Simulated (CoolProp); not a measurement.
Tetrahydrofuran at several states: density (kg/m³) from the reference equation and from simpler models built on Tc = 540.2 K, pc = 5304 kPa, ω = 0.234; each cubic takes its own stable root.

The numbers come from the reference Helmholtz-energy equation of state, Fiedler 2023 in CoolProp.

| T (K) | p (kPa) | phase | reference | Redlich-Kwong | Soave-Redlich-Kwong | Peng-Robinson |
|---|---|---|---|---|---|---|
| 354.7 | 13.1 | gas | 0.3213 | 0.3212 | 0.3212 | 0.3213 |
| 309.6 | 76.8 | liquid | (withheld) | (withheld) | (withheld) | (withheld) |
| 440.2 | 17.2 | gas | 0.3396 | 0.3395 | 0.3396 | 0.3396 |
| 417.8 | 1020 | liquid | 736.8 | 25.03 | 673.4 | 763.9 |
| 360.6 | 21100 | liquid | 836.0 | (withheld) | 787.0 | (withheld) |

Question: Complete the blanks.

Answer: 
- 309.6, reference: 869.3
- 309.6, Redlich-Kwong: 788.9
- 309.6, Soave-Redlich-Kwong: 808.4
- 309.6, Peng-Robinson: 911.6
- 360.6, Redlich-Kwong: 770.8
- 360.6, Peng-Robinson: 884.8

At some of these states Redlich-Kwong gives the other phase, because its saturation line lies elsewhere.
